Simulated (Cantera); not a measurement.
A closed system holds: 1 mol B2H6, 3.1 mol O2, equilibrated at 1000 Pa.

These are equilibrium values from Cantera (NASA tables, ideal gas, pure condensed phases), not measurements of a reactor. Candidate condensed phases: B, B2O3, B3O3H3, H2O; 23 gas species. The feed counts by its element totals alone. Rates play no part.

### Question
At 1898 K, list the 5 most abundant gas species with their mole fractions, and the condensed phases.

### Answer
H2O 0.511, HBO2 0.420, B2O3 0.0304, O2 0.0238, OH 0.00502. Condensed: gas only.
